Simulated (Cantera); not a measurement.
Gas mixture: 100 % H2O, at 0.0263 atm, frozen composition.

Cantera's kinetic-theory transport with the Lennard-Jones parameters of GRI-Mech 3.0, ideal gas; thermal conductivity in the multicomponent form. Polar gases are described roughly by these parameters.

One state of this run: ρ (kg/m³) = 0.0105; cp (J/kg/K) = 1985; μ (µPa s) = 19.6; λ (mW/m/K) = 54.3; Pr = 0.716; D (cm²/s) CO2 = 20.3; D (cm²/s) H = 157; D (cm²/s) N2 = 27.3. D: mixture-averaged diffusion coefficient of that species in the mixture.

### Question
Which value of T (K) does it belong to?
(A) 550
(B) 1000
(C) 400
(D) 1300

### Answer
A, 550
